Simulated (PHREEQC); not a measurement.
Make-up at 56 °C: 0.1 mol H2SO4 and 0.08 mol Al(NO3)3 per kg of water. It is in equilibrium with CO2 at log p = 0 (atm). Otherwise closed; pH follows from the charge balance.

Computed with PHREEQC (ion-association model, phreeqc.dat).

Each row changes one thing in this solution. Precipitation was switched off in this run.

```csv
case,pH,ionic strength (mol/kgw),Al+3 (mol/kgw),(CO2)2 (mol/kgw),AlOH+2 (mol/kgw),HCO3- (mol/kgw),SI of Gibbsite (Al(OH)3)
as made,0.95,0.439,0.0404,1.19e-5,8.82e-6,1.16e-7,-6.17
diluted 5-fold with water,1.58,0.0872,0.00727,1.29e-5,8.20e-6,4.34e-7,-4.70
H2SO4 from 0.1 to 0.01 mol/kgw,1.84,0.459,0.0718,1.19e-5,0.000121,9.00e-7,-3.27
H2SO4 from 0.1 to 0.15 mol/kgw,0.81,…,0.0350,1.18e-5,5.46e-6,8.38e-8,-6.68
H2SO4 left out,2.91,0.477,0.0784,1.18e-5,0.00156,…,-0.02
temperature from 56 to 65 °C,…,0.445,0.0424,1.10e-5,1.56e-5,1.02e-7,-5.73
```

Task: Some entries are withheld; supply them.

Result: 
- H2SO4 from 0.1 to 0.15 mol/kgw, ionic strength (mol/kgw): 0.473
- H2SO4 left out, HCO3- (mol/kgw): 1.07e-5
- temperature from 56 to 65 °C, pH: 0.96

Constants without temperature data keep their 25 °C values here.
